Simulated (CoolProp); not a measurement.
A single-stage vapour-compression cycle with C2F6 (R116): evaporating at 229.15 K (dew point), condensing at 277.15 K (bubble point), superheat 5 K, subcooling 5 K, compressor efficiency 0.9, no pressure losses. Each further row changes one setting.

Values from CoolProp's reference Helmholtz-energy equation of state, Lemmon 2006. It is a short technical equation, of lower accuracy than the large ones.

| case | cooling COP | pressure ratio | discharge temperature (K) | refrigerating effect (kJ/kg) | volumetric capacity (kJ/m³) |
|---|---|---|---|---|---|
| as stated | 2.73 | 4.39 | 283.7 | 53.8 | 2020 |
| evaporating temperature 234.15 K | 3.26 | 3.66 | 283.6 | 56.2 | 2530 |
| condensing temperature 272.15 K | 3.33 | 3.85 | 278.2 | 60.2 | 2270 |
| subcooling 10 K | 3.06 | 4.39 | 283.7 | 60.5 | 2280 |
| superheat 15 K | 2.87 | 4.39 | 292.0 | 61.2 | 2160 |
| compressor efficiency 0.8 | 2.42 | 4.39 | 285.9 | 53.8 | 2020 |
